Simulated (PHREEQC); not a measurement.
## Phosphoric acid bath (model solution)

Solution (52 °C): 120 mmol/kgw NaH2PO4 and 0.17 mmol/kgw HNO3. Closed to the air; pH follows from the charge balance.

Model: ion-association model, wateq4f.dat, run in PHREEQC.

No solid was allowed to form.

**Question.** Predict the pH, ionic strength.

**Answer.** pH 4.42; ionic strength 0.120 mol/kgw.

Complexes and solids missing from the database can't appear. H3PO4, which wateq4f.dat lacks, is added to it with the constant of phreeqc.dat. Constants without temperature data keep their 25 °C values here.
